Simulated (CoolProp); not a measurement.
Vapour-liquid equilibrium of R22 (1) + R123 (2) at 0.882 bar; x and y are mole fractions of (1).

The numbers come from the multi-fluid Helmholtz-energy mixture model, Kamei 1995 and Younglove 1994; pair parameters Bell 2016 in CoolProp.

```tsv
x	bubble temperature (K)	y at the bubble point	dew temperature at overall composition x (K)	liquid density (mol/L)
0.05	286.4	0.368	295.9	9.942
0.2	263.9	0.803	291.8	10.91
0.35	251.2	0.918	287.0	11.81
0.5	243.2	0.959	281.3	12.72
0.65	237.8	0.979	274.2	13.69
0.8	233.8	0.990	264.2	14.76
0.95	230.5	0.998	245.3	15.96
```

No azeotrope shows between x = 0.05 and 0.95.

Pair parameters are fitted to limited data, so mixtures are less certain than the pure fluids. The gap from Raoult's law changes sign with composition, which may be real or a fault of the pair parameters; it wasn't checked against measurements.
